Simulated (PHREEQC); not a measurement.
Dissolve 62 mmol/kgw KH2PO4 and 0.14 mmol/kgw NaF at 20 °C. Closed to the air; pH follows from the charge balance.

Equilibrium calculation in PHREEQC: ion-association model, phreeqc.dat.

Precipitation was switched off in this run.

Problem. What pH, specific conductance does the model give?

Solution. pH 4.53; specific conductance 5020 µS/cm.

Problem. In which forms is F present?

Solution. F- 97 %, HF 3.1 % of the F.
